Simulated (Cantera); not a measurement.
Cantera run, input and output.

```python
import numpy as np
import cantera as ct

gas = ct.Solution("gri30.yaml")
gas.TPX = 450, 1100000, {'CH4': 1, 'H2': 1.5, 'O2': 1.96, 'N2': 7.39}
inlet = ct.Reservoir(gas, clone=True)
gas.equilibrate("HP")  # start burning
reactor = ct.IdealGasConstPressureReactor(gas, energy="on", clone=False)
exhaust = ct.Reservoir(gas, clone=True)
tau = [0.19, 0.091, 0.045, 0.022, 0.011, 0.0052, 0.0026, 0.0013, 0.00061, 0.0003, 0.00015, 7.2e-05, 3.5e-05][0]
for a, b in ((inlet, reactor), (reactor, exhaust)):
    ct.MassFlowController(a, b, mdot=lambda t: reactor.mass / tau)
net = ct.ReactorNet([reactor])
show = ['CH4', 'H2', 'O2', 'CO', 'CH2CO', 'C2H4', 'O']

rows = []
print(f"{'tau/s':>10s}{'T/K':>9s}" + "".join(f"{s:>11s}" for s in show))
for tau in [0.19, 0.091, 0.045, 0.022, 0.011, 0.0052, 0.0026, 0.0013, 0.00061, 0.0003, 0.00015, 7.2e-05, 3.5e-05]:
    net.initial_time = 0.0
    net.advance(30 * tau)
    before = gas.X
    net.advance(40 * tau)
    drift = np.max(np.abs(gas.X - before) / (gas.X + 1e-9))
    rows.append([gas.T, *gas[show].X, drift])
    print(f"{tau:10.3e}{gas.T:9.1f}" + "".join(f"{x:11.3e}" for x in gas[show].X))
```

Result:

```
     tau/s      T/K        CH4         H2         O2         CO      CH2CO       C2H4          O
 1.900e-01   2184.1  4.029e-05  7.773e-02  9.640e-06  5.484e-02  2.329e-08  4.112e-09  7.514e-07
 9.100e-02   2184.0  7.735e-05  7.763e-02  1.861e-05  5.480e-02  4.974e-08  1.570e-08  8.224e-07
 4.500e-02   2183.9  1.418e-04  7.745e-02  3.539e-05  5.472e-02  1.054e-07  5.482e-08  9.187e-07
 2.200e-02   2183.8  2.580e-04  7.712e-02  6.854e-05  5.457e-02  2.343e-07  1.894e-07  1.057e-06
 1.100e-02   2183.9  4.504e-04  7.655e-02  1.305e-04  5.430e-02  5.263e-07  6.021e-07  1.259e-06
 5.200e-03   2183.8  7.863e-04  7.547e-02  2.608e-04  5.379e-02  1.279e-06  1.937e-06  1.630e-06
 2.600e-03   2183.3  1.238e-03  7.395e-02  4.895e-04  5.305e-02  2.826e-06  5.132e-06  2.252e-06
 1.300e-03   2181.1  1.821e-03  7.194e-02  9.030e-04  5.207e-02  5.874e-06  1.214e-05  3.382e-06
 6.100e-04   2174.6  2.583e-03  6.949e-02  1.721e-03  5.091e-02  1.204e-05  2.769e-05  5.706e-06
 3.000e-04   2161.5  3.427e-03  6.736e-02  3.092e-03  5.000e-02  2.220e-05  5.541e-05  9.819e-06
 1.500e-04   2136.7  4.495e-03  6.577e-02  5.474e-03  4.945e-02  3.930e-05  1.059e-04  1.711e-05
 7.200e-05   2081.9  6.499e-03  6.503e-02  1.069e-02  4.919e-02  7.694e-05  2.261e-04  3.068e-05
 3.500e-05    450.0  8.439e-02  1.266e-01  1.654e-01  4.527e-16  4.518e-18  1.715e-17  6.693e-30
```

Computed with Cantera and GRI-Mech 3.0 (53 species, 325 reactions).
